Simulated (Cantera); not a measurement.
A perfectly stirred reactor is fed with 8.02 % NH3, 92.0 % N2, at 0.400 bar; it is held at 1450 K, and followed from long to short residence time.

Detailed kinetics in Cantera: the gas-phase N/H chemistry of the illustrative SiF4/NH3 mechanism in the Surface Chemkin manual (1991). Walls and surfaces, which speed up NH3 decomposition in real reactors, are not modelled.

One state of this run: x NH3 = 0.0772; x N = 1.53e-9; x H = 3.15e-7; x NH = 6.05e-8; x N2H4 = 1.39e-8. x: mole fraction; the columns are a selection and need not sum to one.

Which value of τ (s) does it belong to?
A) 0.0096
B) 3.7
C) 0.51
D) 1.4

B, 3.7
